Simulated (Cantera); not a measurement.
**Stirred combustor or abatement burner**

A perfectly stirred reactor is fed with 13.5 % CO, 1.25 % H₂, 17.9 % O₂, 67.4 % N₂, equivalence ratio 0.41, at 4.93 atm; it is adiabatic with a 500 K inlet, and is followed from long to short residence time, starting on the burning branch (τ in s: 0.13, 0.041, 0.013, 0.004, 0.0012, 0.00039, 0.00012, 3.7e-05, 1.2e-05).

Computed with Cantera and GRI-Mech 3.0 (53 species, 325 reactions). The hydrogen kinetics of GRI-Mech 3.0 are dated; newer H2 mechanisms differ, most at raised pressure.

```csv
τ (s),T (K),x CO,x H₂,x O₂,x CO₂,x HO₂
0.13,1716,0.000451,5.74e-6,0.114,0.145,1.38e-6
0.041,1712,0.000986,1.20e-5,0.114,0.144,2.81e-6
0.013,1702,0.00216,2.49e-5,0.114,0.143,5.69e-6
0.0040,1679,0.00486,5.23e-5,0.115,0.140,1.16e-5
0.0012,1625,0.0116,0.000113,0.118,0.133,2.37e-5
0.00039,500,0.135,0.0125,0.179,<1e-12,<1e-12
0.00012,500,0.135,0.0125,0.179,<1e-12,<1e-12
3.7e-5,500,0.135,0.0125,0.179,<1e-12,<1e-12
1.2e-5,500,0.135,0.0125,0.179,<1e-12,<1e-12
```
x: mole fraction; the columns are a selection and need not sum to one.
